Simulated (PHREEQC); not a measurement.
# Ultrapure water in contact with air or piping: speciation

A made-up water analysis in mg/L, 25 °C, pH 6.8, pe 10.9: Na 0.0452; K 0.029; Ca 0.0255; Mg 0.0151; Cl 0.02; S(6) as SO4 0.109; Alkalinity as HCO3 0.151; N(5) as NO3 0.00107.

Valence states are taken as typed.

Computed with PHREEQC (ion-association model, phreeqc.dat).

```json
{
  "ionic_strength": "7.82e-6 mol/kgw",
  "charge_balance_error": "-0.9 %"
}
```

```json
[
 {"species": "HCO3-", "molality": "2.57e-6", "activity": "2.56e-6", "log γ": "-0.001"},
 {"species": "Na+", "molality": "1.97e-6", "activity": "1.96e-6", "log γ": "-0.001"},
 {"species": "SO4-2", "molality": "1.13e-6", "activity": "1.12e-6", "log γ": "-0.006"},
 {"species": "CO2", "molality": "9.12e-7", "activity": "9.12e-7", "log γ": "0.000"},
 {"species": "K+", "molality": "7.42e-7", "activity": "7.39e-7", "log γ": "-0.001"},
 {"species": "Ca+2", "molality": "6.36e-7", "activity": "6.28e-7", "log γ": "-0.006"},
 {"species": "Mg+2", "molality": "6.21e-7", "activity": "6.13e-7", "log γ": "-0.006"},
 {"species": "Cl-", "molality": "5.64e-7", "activity": "5.62e-7", "log γ": "-0.001"},
 {"species": "H+", "molality": "1.59e-7", "activity": "1.58e-7", "log γ": "-0.001"},
 {"species": "OH-", "molality": "6.41e-8", "activity": "6.39e-8", "log γ": "-0.001"},
 {"species": "NO3-", "molality": "1.73e-8", "activity": "1.72e-8", "log γ": "-0.001"}
]
```

No solid was allowed to form.
